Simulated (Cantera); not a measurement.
Feed: 1 mol BN, 13 mol HF, 2.7 mol N₂, 6.9 mol Cl₂, held at 0.0750 Torr.

Equilibrium computed with Cantera from the NASA thermochemical tables; the gas is ideal and each condensed phase is pure. Candidate condensed phases: B, BN, NH₄Cl; 40 gas species. The tables' values for BF₂, BClF are old estimates; treat these amounts as uncertain. Rates play no part. All values below are at 1827 °C.

Base state: Cl 0.402, HF 0.357, N₂ 0.111, HCl 0.0779, BF₃ 0.0259, H 0.0138, BF₂ 0.00759, H₂ 0.00197 (mole fractions); condensed: gas only.

### Question
What changes in the equilibrium state with this change: Cl₂ from 6.9 to 5.1 mol?

### Answer
```
species   before    after
-------  -------  -------
HF         0.357    0.407
Cl         0.402    0.322
N₂         0.111    0.127
H         0.0138   0.0182
BF₃       0.0259   0.0282
HCl       0.0779   0.0818
H₂       0.00197  0.00340
Cl₂      1.43e-5  9.17e-6
BF       0.00126  0.00181
BF₂      0.00759  0.00950
```
